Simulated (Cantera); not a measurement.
## Catalytic combustion on Pt

An isothermal plug-flow reactor at 1225 K and 0.632 atm (inlet), inlet velocity 2.7 m/s, active area per volume 330 1/m; feed CH₄ : O₂ : N₂ = 0.0056 : 0.024 : 0.79 (molar parts), equivalence ratio 0.47.

Model: Deutschmann's 1995 Pt surface mechanism with GRI-Mech 3.0 gas chemistry, integrated in Cantera. Catalytic surfaces can have several steady states; this one follows from the mechanism file's or the stated starting coverage. Mass transfer to the wall is taken as infinitely fast.

| z (m) | x CH₄ | x O₂ | x H₂O | x CO₂ | x CO | θ free Pt | θ O* |
|---|---|---|---|---|---|---|---|
| 0.00014 | 0.00673 | 0.0291 | 0.000210 | 9.32e-5 | 1.17e-5 | 0.578 | 0.422 |
| 0.00027 | 0.00663 | 0.0289 | 0.000402 | 0.000188 | 1.34e-5 | 0.578 | 0.421 |
| 0.00051 | 0.00645 | 0.0285 | 0.000752 | 0.000362 | 1.35e-5 | 0.579 | 0.421 |
| 0.00099 | 0.00612 | 0.0279 | 0.00143 | 0.000698 | 1.28e-5 | 0.580 | 0.419 |
| 0.0019 | 0.00551 | 0.0267 | 0.00262 | 0.00129 | 1.17e-5 | 0.583 | 0.417 |
| 0.0037 | 0.00448 | 0.0246 | 0.00467 | 0.00231 | 9.61e-6 | 0.587 | 0.412 |
| 0.0071 | 0.00298 | 0.0217 | 0.00760 | 0.00378 | 6.57e-6 | 0.594 | 0.405 |
| 0.014 | 0.00126 | 0.0183 | 0.0110 | 0.00544 | 2.91e-6 | 0.602 | 0.397 |
x: gas mole fraction; θ: surface coverage.
